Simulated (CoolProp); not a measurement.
Values from CoolProp's reference Helmholtz-energy equation of state, Lemmon and Jacobsen 2000.

**Question.** For R143a, give the phase and the density (kg/m³), cp (kJ/(kg K)), Prandtl number at 243.8 K and 9.6 bar; 256.9 K and 9.6 bar.

**Answer.** 
- 243.8 K and 9.6 bar: liquid; density 1120, cp 1.37, Prandtl number 2.72
- 256.9 K and 9.6 bar: liquid; density 1080, cp 1.42, Prandtl number 2.67

Viscosity comes from a separate model (Klein 1997), an estimate that may be off by 10 % or more. Thermal conductivity comes from a separate model (McLinden 2000), an estimate that may be off by 10 % or more.
